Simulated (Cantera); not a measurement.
**Silicon nitride deposition: SiF4 + NH3 + H2**

Charge: 1 mol SiF4, 44 mol NH3, 0.32 mol H2, held at 1248.15 K and 450 Torr.

These are equilibrium values from Cantera (NASA tables, ideal gas, pure condensed phases), not measurements of a reactor. Candidate condensed phases: Si, Si3N4; 37 gas species. The tables' values for SiF3 are old estimates; treat these amounts as uncertain. The numbers say what is thermodynamically allowed, not how fast it happens.

* **x(H2)**: 0.741
* **x(N2)**: 0.246
* **x(SiF4)**: 0.0106
* **x(HF)**: 0.00151
* **x(SiHF3)**: 0.000287
* **x(SiF3)**: 4.36e-5
* **x(NH3)**: 2.92e-5
* **x(SiH2F2)**: 3.77e-6
* **n(Si3N4(s))**: 0.00876 mol
* **gas amount**: 89.33 mol
* **log10 activity of Si(s) (absent)**: -4.06
